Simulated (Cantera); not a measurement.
A closed system holds: 1 mol V, 1.9 mol N2O, 11 mol N2, held at 1948.15 K and 0.133 bar.

These are equilibrium values from Cantera (NASA tables, ideal gas, pure condensed phases), not measurements of a reactor. Candidate condensed phases: V, VN, VO, V2O3, V2O4, V2O5; 13 gas species. Mutual solubility and eutectic melting of coexisting phases are not modelled. Condensed phases not in the tables: the oxides between V2O3 and V2O5 other than VO2. Rates play no part.

Base state: N2 0.997, VO2 0.00190, O2 0.000621, NO 0.000405, O 3.04e-5 (mole fractions); condensed: V2O3(s) + V2O4(l).

Question: What changes in the equilibrium state with this change: 0.019 mol H2 added?

Answer: 
```
species         before     after
------------  --------  --------
N2               0.997     0.996
VO2            0.00190   0.00190
H2O                  0   0.00139
OH                   0   7.18e-5
H2                   0   2.95e-5
H                    0   1.68e-5
NO            0.000405  0.000404
O2            0.000621  0.000621
O              3.04e-5   3.04e-5
V2O3(s), mol     0.122     0.141
V2O4(l), mol     0.366     0.347
```
Further candidate phases: H2O.
